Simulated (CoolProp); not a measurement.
The numbers come from the reference Helmholtz-energy equation of state, Span 1996 in CoolProp.

Question: Give the vapour pressure (kPa), enthalpy of vaporisation (kJ/kg), liquid cp (kJ/(kg K)), vapour viscosity (µPa s) of saturated carbon dioxide at 241.4, 250.8, 255.5 K.

Answer: 
| T (K) | p (kPa) | enthalpy of vaporisation (kJ/kg) | liquid cp (kJ/(kg K)) | vapour viscosity (µPa s) |
|---|---|---|---|---|
| 241.4 | 1350 | 307 | 2.06 | 12.2 |
| 250.8 | 1830 | 288 | 2.14 | 12.8 |
| 255.5 | 2120 | 277 | 2.19 | 13.1 |

Viscosity comes from a separate model (Laesecke 2017).
